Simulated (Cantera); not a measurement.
# Premixed flame

A freely propagating, adiabatic, planar premixed flame of H₂ : O₂ : N₂ : H₂O = 1 : 0.82 : 2.53 : 0.4 (molar parts), equivalence ratio 0.61, unburnt at 625 K and 1.68 atm; mixture-averaged transport, grid criteria slope 0.08 and curve 0.16, no radiation.

Cantera simulation using the H2/O2 subset of GRI-Mech 3.0, which has no nitrogen chemistry; the numbers are that mechanism's predictions, not measurements. Burning velocities carry a grid error of a few per cent, more on coarse grids. Lean hydrogen flames are cellular in practice and burn faster than this planar one.

```
z (mm)   T (K)  u (m/s)     x H₂    x O₂   x H₂O   x H₂O₂      x OH       x H
-------  -----  -------  -------  ------  ------  -------  --------  --------
-0.588     625     4.33    0.210   0.173  0.0842    <1e-8     <1e-8     <1e-8
-0.392     625     4.33    0.210   0.173  0.0842    <1e-8     <1e-8     <1e-8
-0.294     625     4.33    0.210   0.173  0.0843    <1e-8     <1e-8     <1e-8
-0.196     626     4.32    0.207   0.173  0.0847  2.32e-7     <1e-8   1.49e-8
-0.0980    680     4.58    0.184   0.176  0.0913  2.40e-5   6.28e-5   7.61e-5
-0.0490    921     6.03    0.142   0.169   0.123  5.09e-5  0.000852   0.00206
0         1279     8.20   0.0820   0.138   0.190  1.88e-5   0.00332   0.00961
0.0490    1540     9.81   0.0373   0.103   0.251  5.97e-6   0.00844    0.0145
0.0980    1688     10.7   0.0204  0.0866   0.278  3.40e-6    0.0120    0.0129
0.196     1837     11.6   0.0125  0.0790   0.294  1.82e-6    0.0137   0.00770
0.392     1957     12.3  0.00761  0.0766   0.306  1.05e-6    0.0125   0.00329
0.784     2037     12.7  0.00378  0.0758   0.315  6.39e-7   0.00961   0.00106
1.57      2080     12.9  0.00159  0.0760   0.320  4.09e-7   0.00658  0.000279
```
x: mole fraction of selected species; z is measured from the peak of heat release.

```
Property                     Value
------------------------  --------
laminar burning velocity  433 cm/s
thermal thickness         0.196 mm
peak x(H₂O₂)               5.16e-5
peak x(OH)                  0.0137
peak x(H)                   0.0145
grid points                    107
```
